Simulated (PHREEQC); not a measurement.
Make-up at 70 °C: 0.01 mol HF, 0.034 mol KF, 0.00013 mol H4SiO4 and 0.44 mol HCl per kg of water. Closed to the air; pH follows from the charge balance.

Model: ion-association model, phreeqc.dat, run in PHREEQC.

| Quantity | Result |
|---|---|
| pH | 0.51 |
| ionic strength | 0.440 mol/kgw |
| activity of water | 0.984 |
| specific conductance | 276000 µS/cm |
| density | 0.987 g/cm³ |
| total alkalinity | -450 meq/kg |

```
species  molality  activity   log γ
-------  --------  --------  ------
Cl-         0.440     0.280  -0.197
H+          0.406     0.306  -0.123
HF         0.0432    0.0478   0.044
K+         0.0340    0.0214  -0.201
SiF6-2   0.000121   2.42e-5  -0.700
F-        7.00e-5   4.34e-5  -0.208
HF2-      1.28e-5   9.07e-6  -0.149
```

Precipitation was switched off in this run. At this temperature some constants are extrapolated from 25 °C, and those without enthalpy data are left unchanged. SiF6-2 is the database's only silicon fluoride.
